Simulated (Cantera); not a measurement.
An adiabatic, constant-volume homogeneous reactor starts with CH4 : O2 : N2 = 1 : 3.03 : 13.6 (molar parts), equivalence ratio 0.66, at 1675 K and 500000 Pa. Integrator tolerance rtol = 1e-08.

Computed with Cantera and GRI-Mech 3.0 (53 species, 325 reactions).

What does this change do: pressure from 500000 Pa to 600000 Pa?


| quantity | before | after |
|---|---|---|
| time of steepest temperature rise | 69.3 µs | 59.9 µs |
| temperature at 5.00 s | 2825 K | 2834 K |
| equilibrium temperature | 2825 K | 2834 K |
| x(CH4) at 5.00 s | <1e-12 (gas-phase equilibrium <1e-12) | <1e-12 (gas-phase equilibrium <1e-12) |
| x(O2) at 5.00 s | 0.0505 (gas-phase equilibrium 0.0505) | 0.0502 (gas-phase equilibrium 0.0502) |
| x(H) at 5.00 s | 0.00186 (gas-phase equilibrium 0.00186) | 0.00171 (gas-phase equilibrium 0.00171) |
| x(N2O) at 5.00 s | 2.93e-6 (gas-phase equilibrium 2.93e-6) | 3.25e-6 (gas-phase equilibrium 3.25e-6) |
| x(HCN) at 5.00 s | 3.88e-10 (gas-phase equilibrium 3.88e-10) | 4.15e-10 (gas-phase equilibrium 4.15e-10) |

What does this change do: pressure from 500000 Pa to 160000 Pa?


```
quantity                                                              before                                      after
---------------------------------  -----------------------------------------  -----------------------------------------
time of steepest temperature rise                                    69.3 µs                                   0.176 ms
temperature at 5.00 s                                                 2825 K                                     2759 K
equilibrium temperature                                               2825 K                                     2759 K
x(CH4) at 5.00 s                       <1e-12 (gas-phase equilibrium <1e-12)      <1e-12 (gas-phase equilibrium <1e-12)
x(O2) at 5.00 s                        0.0505 (gas-phase equilibrium 0.0505)      0.0518 (gas-phase equilibrium 0.0518)
x(H) at 5.00 s                       0.00186 (gas-phase equilibrium 0.00186)    0.00303 (gas-phase equilibrium 0.00303)
x(N2O) at 5.00 s                     2.93e-6 (gas-phase equilibrium 2.93e-6)    1.51e-6 (gas-phase equilibrium 1.51e-6)
x(HCN) at 5.00 s                   3.88e-10 (gas-phase equilibrium 3.88e-10)  2.38e-10 (gas-phase equilibrium 2.38e-10)
```
